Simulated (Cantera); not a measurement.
## Adiabatic ignition

An adiabatic, constant-volume homogeneous reactor starts with CH4 : C2H6 : O2 : N2 = 1 : 0.043 : 1.79 : 19.7 (molar parts), at 1173 K and 21.0 bar.

Model: GRI-Mech 3.0 (53 species, 325 reactions), integrated in Cantera. The pressure lies above the range GRI-Mech 3.0 was tuned for (to about 10 atm).

```
t (s)     T (K)  P (bar)     x CH4   x C2H6     x O2    x HCN     x H2O
--------  -----  -------  --------  -------  -------  -------  --------
2.00e-6    1173     21.0    0.0444  0.00191   0.0794   <1e-12  8.49e-11
6.30e-6    1173     21.0    0.0444  0.00191   0.0794   <1e-12  8.45e-10
1.98e-5    1173     21.0    0.0444  0.00191   0.0794   <1e-12   8.93e-9
6.25e-5    1173     21.0    0.0444  0.00191   0.0794   <1e-12   1.07e-7
0.000197   1173     21.0    0.0444  0.00191   0.0794   <1e-12   1.78e-6
0.000620   1173     21.0    0.0443  0.00190   0.0794   <1e-12   4.34e-5
0.00195    1179     21.1    0.0436  0.00182   0.0788   <1e-12  0.000794
0.00615    2197     40.0  7.93e-12   <1e-12  1.62e-6  1.38e-8    0.0814
0.0194     2197     40.0  7.96e-12   <1e-12  1.62e-6  2.02e-8    0.0814
0.0610     2197     40.0  7.98e-12   <1e-12  1.62e-6  2.38e-8    0.0814
0.192      2197     40.0  7.98e-12   <1e-12  1.62e-6  2.39e-8    0.0814
0.605      2197     40.0  7.98e-12   <1e-12  1.62e-6  2.39e-8    0.0814
1.91       2197     40.0  7.98e-12   <1e-12  1.62e-6  2.39e-8    0.0814
6.00       2197     40.0  7.98e-12   <1e-12  1.62e-6  2.39e-8    0.0814
```
x: mole fraction; the columns are a selection and need not sum to one.

```yaml
time_of_steepest_temperature_rise: 3.02 ms
temperature at 6.00 s: 2197 K
equilibrium_temperature: 2197 K
x(CH4) at 6.00 s: 7.98e-12 (gas-phase equilibrium 8.77e-12)
x(C2H6) at 6.00 s: <1e-12 (gas-phase equilibrium <1e-12)
x(O2) at 6.00 s: 1.62e-6 (gas-phase equilibrium 1.62e-6)
```
